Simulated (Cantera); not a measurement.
Cantera run:

```python
import numpy as np
import cantera as ct

gas_names = [...]  # 109 gases of nasa_gas.yaml made of C, Cl, H, Si
cond_names = """
    C(gr) C6H6(L) C7H8(L) C8H18(L),n-octa Si(cr) Si(L) SiC(b)
""".split()


# ... load() reads the species with a 1 bar reference pressure and builds the phases ...
atoms = {
    '(CH3)2SiCl2': {'C': 2, 'H': 6, 'Si': 1, 'CL': 2},
    'C2H2': {'C': 2, 'H': 2},
    'H2': {'H': 2},
}
top_T = {'C(gr)': 4500, 'SiC(b)': 3050}  # K; cautious upper limits of use, not melting points


# ... equilibrate(T, P, feed) seeds the gas with the atoms and calls Mixture.equilibrate('TP', solver="vcs", rtol=1e-11, max_steps=5000) ...
results = []
feed = {'(CH3)2SiCl2': 1, 'C2H2': 0.25, 'H2': 130}  # mol
T = 1750  # K
P = 4700  # Pa
mix = equilibrate(T, P, feed)
results.append((T, P, feed, dict(zip(mix.species_names, mix.species_moles))))
x = sorted(zip(gas.X, gas.species_names), reverse=True)
print(f"T = {T:g} K  P = {P:g} Pa  gas = {mix.phase_moles(0):.4g} mol")
print("   x: " + "  ".join(f"{s} {v:.3e}" for v, s in x if v > 1e-06))
print("   condensed (mol): " + ("  ".join(f"{mix.phase(i).name} {mix.phase_moles(i):.4g}"
      for i in range(1, mix.n_phases) if mix.phase_moles(i) > 1e-12) or "none"))
```

Output:

```
T = 1750 K  P = 4700 Pa  gas = 134.3 mol
   x: H2 9.839e-01  HCL 1.485e-02  H 1.064e-03  C2H2,acetylene 1.131e-04  CH4 4.155e-05  SiCL2 1.417e-05  CL 1.239e-05
   condensed (mol): C(gr) 1.466  SiC(b) 0.9979
```

These are equilibrium values from Cantera (NASA tables, ideal gas, pure condensed phases), not measurements of a reactor. The feed counts by its element totals alone.
